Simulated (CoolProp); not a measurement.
Carbon dioxide at 293.15 K and 2.25 MPa is compressed adiabatically to 10.7 MPa with isentropic efficiency 0.75. Each further row changes one setting.

The numbers come from the reference Helmholtz-energy equation of state, Span 1996 in CoolProp.

```
case             work (kJ/kg)  final temperature (K)  final density (kg/m³)
---------------  ------------  ---------------------  ---------------------
as stated                 119                  446.1                    144
efficiency 1             89.2                  422.4                    158
efficiency 0.65           137                  461.2                    137
```
